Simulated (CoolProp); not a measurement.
Vapour-liquid equilibrium of carbonyl sulfide (1) + propane (2) at 0.474 MPa; x and y are mole fractions of (1).

The numbers come from the multi-fluid Helmholtz-energy mixture model, Lemmon 2006 and Lemmon 2009; pair parameters Bell 2016 in CoolProp.

Question: Give the bubble temperature and the first vapour's composition at x = 0.05, 0.25, 0.45. Is there an azeotrope?

Answer: x = 0.05: -0.9 °C, y = 0.070; x = 0.25: -3.5 °C, y = 0.310; x = 0.45: -5.5 °C, y = 0.515. No azeotrope shows between x = 0.05 and 0.95.

Pair parameters are fitted to limited data, so mixtures are less certain than the pure fluids.
